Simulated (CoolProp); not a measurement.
A single-stage vapour-compression cycle with ethanol: evaporating at 325.15 K (dew point), condensing at 388.15 K (bubble point), superheat 0 K, subcooling 8 K, compressor efficiency 0.8, no pressure losses. Each further row changes one setting.

Model: reference Helmholtz-energy equation of state, Schroeder 2014, in CoolProp.

```json
[
 {"case": "as stated", "cooling COP": "___", "pressure ratio": "11.3", "discharge temperature (K)": "447.4", "refrigerating effect (kJ/kg)": "726", "volumetric capacity (kJ/m³)": "406"},
 {"case": "evaporating temperature 330.15 K", "cooling COP": "___", "pressure ratio": "___", "discharge temperature (K)": "441.2", "refrigerating effect (kJ/kg)": "733", "volumetric capacity (kJ/m³)": "511"},
 {"case": "condensing temperature 383.15 K", "cooling COP": "4.00", "pressure ratio": "9.66", "discharge temperature (K)": "___", "refrigerating effect (kJ/kg)": "742", "volumetric capacity (kJ/m³)": "415"},
 {"case": "subcooling 13 K", "cooling COP": "___", "pressure ratio": "11.3", "discharge temperature (K)": "447.4", "refrigerating effect (kJ/kg)": "742", "volumetric capacity (kJ/m³)": "415"},
 {"case": "superheat 10 K", "cooling COP": "3.60", "pressure ratio": "11.3", "discharge temperature (K)": "458.0", "refrigerating effect (kJ/kg)": "742", "volumetric capacity (kJ/m³)": "___"},
 {"case": "compressor efficiency 0.7", "cooling COP": "3.18", "pressure ratio": "11.3", "discharge temperature (K)": "___", "refrigerating effect (kJ/kg)": "726", "volumetric capacity (kJ/m³)": "406"}
]
```

Task: Fill in the missing entries.

Result: 
- as stated, cooling COP: 3.63
- evaporating temperature 330.15 K, cooling COP: 4.06
- evaporating temperature 330.15 K, pressure ratio: 8.98
- condensing temperature 383.15 K, discharge temperature (K): 439.2
- subcooling 13 K, cooling COP: 3.71
- superheat 10 K, volumetric capacity (kJ/m³): 402
- compressor efficiency 0.7, discharge temperature (K): 461.3
